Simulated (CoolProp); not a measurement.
n-perfluorobutane along the isotherm 450 K: density (kg/m³) from the reference equation and from simpler models built on Tc = 386.3 K, pc = 2322 kPa, ω = 0.372; each cubic takes its own stable root.

Computed with CoolProp (reference Helmholtz-energy equation of state, Gao 2022).

```tsv
p (kPa)	phase	reference
11	gas	0.7004
20.9	gas	1.332
39.6	gas	2.527
75.1	gas	4.806
142	gas	9.137
270	gas	17.56
511	gas	33.92
969	gas	67.07
1840	gas	139.5
3480	supercritical	325.8
```

Task: How far does each simpler model (ideal gas, van der Waals, Redlich-Kwong, Soave-Redlich-Kwong) lie from the reference over these 10 states: mean and median of the absolute difference, and the worst?

Result: 
- ideal gas: mean 6.5 %, median 1.6 %, worst -32.0 % at 450 K and 3480 kPa
- van der Waals: mean 2.2 %, median 0.2 %, worst +17.0 % at 450 K and 3480 kPa
- Redlich-Kwong: mean 1.6 %, median 0.3 %, worst +9.3 % at 450 K and 3480 kPa
- Soave-Redlich-Kwong: mean 0.4 %, median 0.1 %, worst -2.9 % at 450 K and 3480 kPa
